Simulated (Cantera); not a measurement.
An adiabatic, constant-pressure homogeneous reactor starts with CH₄ : O₂ : N₂ = 1 : 3.39 : 12.7 (molar parts), at 1400 K and 3450 Torr. Integrator tolerance rtol = 1e-08.

Computed with Cantera and GRI-Mech 3.0 (53 species, 325 reactions).

Question: What does this change do: constant volume in place of constant pressure?

Answer: 
```json
[
 {"quantity": "time of steepest temperature rise", "before": "0.799 ms", "after": "0.761 ms"},
 {"quantity": "temperature at 1.00 s", "before": "2493 K", "after": "2699 K"},
 {"quantity": "equilibrium temperature", "before": "2493 K", "after": "2699 K"},
 {"quantity": "x(CH₄) at 1.00 s", "before": "<1e-12 (gas-phase equilibrium <1e-12)", "after": "<1e-12 (gas-phase equilibrium <1e-12)"},
 {"quantity": "x(O₂) at 1.00 s", "before": "0.0738 (gas-phase equilibrium 0.0738)", "after": "0.0714 (gas-phase equilibrium 0.0714)"},
 {"quantity": "x(C₂H₂) at 1.00 s", "before": "<1e-12 (gas-phase equilibrium <1e-12)", "after": "<1e-12 (gas-phase equilibrium <1e-12)"},
 {"quantity": "x(CH₂CO) at 1.00 s", "before": "<1e-12 (gas-phase equilibrium <1e-12)", "after": "<1e-12 (gas-phase equilibrium <1e-12)"},
 {"quantity": "x(C₂H) at 1.00 s", "before": "<1e-12 (gas-phase equilibrium <1e-12)", "after": "<1e-12 (gas-phase equilibrium <1e-12)"},
 {"quantity": "x(CH₂O) at 1.00 s", "before": "6.85e-12 (gas-phase equilibrium 6.85e-12)", "after": "4.48e-11 (gas-phase equilibrium 4.48e-11)"}
]
```
